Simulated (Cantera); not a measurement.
A closed system holds: 1 mol PbO, a varied amount of H2, at 873 K and 0.323 Torr.

These are equilibrium values from Cantera (NASA tables, ideal gas, pure condensed phases), not measurements of a reactor. Candidate condensed phases: H2O, Pb, PbO, PbO2, Pb3O4; 12 gas species. Equilibrium is a limit: real reactors are often held back by kinetics, nucleation or transport.

### Question
Which condensed phases are stable at each of these points (n(H2) (mol)): 190, 250, 330, 430, 560, 740, 970, 1300, 1700, 2200?

### Answer
```
n(H2) (mol)  condensed phases  Pb condensed (%)
-----------  ----------------  ----------------
190                     Pb(l)              71.9
250                     Pb(l)              63.0
330                     Pb(l)              51.1
430                     Pb(l)              36.3
560                     Pb(l)              17.1
740                  gas only               0.0
970                  gas only               0.0
1300                 gas only               0.0
1700                 gas only               0.0
2200                 gas only               0.0
```

From 190 mol H2 to 560 mol H2 the condensed part is Pb(l). From 740 mol H2 to 2200 mol H2 nothing is condensed.
